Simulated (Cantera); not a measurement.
Input (Python, Cantera):

```python
import numpy as np
import cantera as ct

gas = ct.Solution("gri30.yaml")
gas.TPX = 2173, 500000, {'CH4': 1, 'CO2': 0.41, 'H2': 1.9}
reactor = ct.IdealGasConstPressureReactor(gas, energy="off", clone=False)
net = ct.ReactorNet([reactor])
net.rtol, net.atol = 1e-08, 1e-18
show = ['CH4', 'CO2', 'H2', 'CO', 'O2', 'CH2CO']
times = np.geomspace(2e-06, 100, 10)

steps = ct.SolutionArray(gas, extra=["t"])
rows = []
print(f"{'t/s':>10s}{'T/K':>9s}{'P/Pa':>11s}" + "".join(f"{s:>11s}" for s in show))
for t in times:
    while net.time < t:
        t_next = net.step()
        steps.append(gas.state, t=t_next)
    rows.append([np.interp(t, steps.t, y) for y in (steps.T, steps.P, *steps(*show).X.T)])
    print(f"{t:10.3e}{rows[-1][0]:9.1f}{rows[-1][1]:11.4g}" + "".join(f"{x:11.3e}" for x in rows[-1][2:]))
rate = np.gradient(steps.T, steps.t)
print("integrator steps:", len(steps.t))
if steps.T.max() > steps.T[0] + 200:
    print(f"time of steepest temperature rise: {steps.t[rate.argmax()]:.4e} s")
gas.TPX = 2173, 500000, {'CH4': 1, 'CO2': 0.41, 'H2': 1.9}
gas.equilibrate("TP")
print(f"equilibrium (TP): T = {gas.T:.1f} K  " + "  ".join(f"{s} {gas[s].X[0]:.3e}" for s in show))
```

Output:

```
       t/s      T/K       P/Pa        CH4        CO2         H2         CO         O2      CH2CO
 2.000e-06   2173.0      5e+05  2.783e-01  1.203e-01  5.799e-01  2.337e-03  5.130e-11  1.656e-07
 1.434e-05   2173.0      5e+05  1.805e-01  8.972e-02  6.298e-01  2.475e-02  5.043e-10  9.848e-06
 1.028e-04   2173.0      5e+05  5.083e-02  1.594e-02  6.697e-01  8.920e-02  1.461e-09  4.013e-05
 7.368e-04   2173.0      5e+05  1.356e-02  2.093e-03  7.052e-01  1.197e-01  8.483e-10  3.063e-05
 5.282e-03   2173.0      5e+05  6.949e-03  5.408e-04  7.474e-01  1.634e-01  3.458e-11  5.383e-06
 3.786e-02   2173.0      5e+05  4.768e-03  4.125e-07  7.583e-01  1.745e-01  2.539e-17  8.495e-07
 2.714e-01   2173.0      5e+05  4.767e-03  3.007e-07  7.583e-01  1.745e-01  1.497e-17  8.487e-07
 1.946e+00   2173.0      5e+05  4.767e-03  3.007e-07  7.583e-01  1.745e-01  1.497e-17  8.487e-07
 1.395e+01   2173.0      5e+05  4.767e-03  3.007e-07  7.583e-01  1.745e-01  1.497e-17  8.487e-07
 1.000e+02   2173.0      5e+05  4.767e-03  3.007e-07  7.583e-01  1.745e-01  1.497e-17  8.487e-07
integrator steps: 1497
equilibrium (TP): T = 2173.0 K  CH4 4.768e-03  CO2 3.030e-07  H2 7.583e-01  CO 1.745e-01  O2 1.519e-17  CH2CO 8.490e-07
```

Computed with Cantera and GRI-Mech 3.0 (53 species, 325 reactions). GRI-Mech 3.0 stops at C3 and has no aromatics, soot or wall deposition, so with more carbon than oxygen in the feed, carbon stays in small species such as C2H2 where larger ones or solid carbon would form.
